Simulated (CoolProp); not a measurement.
Vapour pressure (kPa) of R142b: the reference equation beside estimates from Tc = 410.3 K, pc = 4055 kPa, ω = 0.232. Clausius-Clapeyron is anchored at 346.2 K with a constant enthalpy of vaporisation of 16.39 kJ/mol.

Computed with CoolProp (reference Helmholtz-energy equation of state, Lemmon 2006). It is a short technical equation, of lower accuracy than the large ones.

```json
[
 {"T (K)": "325.5", "reference": "724.8", "Lee-Kesler": "728.4", "Clausius-Clapeyron": "825.6", "van der Waals": "1496", "Redlich-Kwong": "939.9", "Peng-Robinson": "722.7"},
 {"T (K)": "335.9", "reference": "935.6", "Lee-Kesler": "940.1", "Clausius-Clapeyron": "995.9", "van der Waals": "1729", "Redlich-Kwong": "1173", "Peng-Robinson": "934.4"},
 {"T (K)": "346.2", "reference": "1186", "Lee-Kesler": "1191", "Clausius-Clapeyron": "1186", "van der Waals": "1981", "Redlich-Kwong": "1440", "Peng-Robinson": "1187"},
 {"T (K)": "356.6", "reference": "1486", "Lee-Kesler": "(withheld)", "Clausius-Clapeyron": "1400", "van der Waals": "2257", "Redlich-Kwong": "1749", "Peng-Robinson": "1490"},
 {"T (K)": "366.9", "reference": "1835", "Lee-Kesler": "1841", "Clausius-Clapeyron": "1635", "van der Waals": "2553", "Redlich-Kwong": "2096", "Peng-Robinson": "1844"},
 {"T (K)": "377.3", "reference": "2246", "Lee-Kesler": "2253", "Clausius-Clapeyron": "1896", "van der Waals": "2875", "Redlich-Kwong": "2491", "Peng-Robinson": "(withheld)"},
 {"T (K)": "387.6", "reference": "(withheld)", "Lee-Kesler": "2727", "Clausius-Clapeyron": "2179", "van der Waals": "3218", "Redlich-Kwong": "2926", "Peng-Robinson": "2740"},
 {"T (K)": "398", "reference": "3274", "Lee-Kesler": "3283", "Clausius-Clapeyron": "2489", "van der Waals": "(withheld)", "Redlich-Kwong": "3415", "Peng-Robinson": "3296"}
]
```

Task: Fill in the missing entries.

Result: 
- 356.6, Lee-Kesler: 1491
- 377.3, Peng-Robinson: 2261
- 387.6, reference: 2719
- 398, van der Waals: 3587

Absolute difference from the reference over all 8 rows, mean and median: Lee-Kesler 0.4 and 0.3 %, Clausius-Clapeyron 12.1 and 12.4 %, van der Waals 50.6 and 45.5 %, Redlich-Kwong 16.4 and 16.0 %, Peng-Robinson 0.4 and 0.4 %.
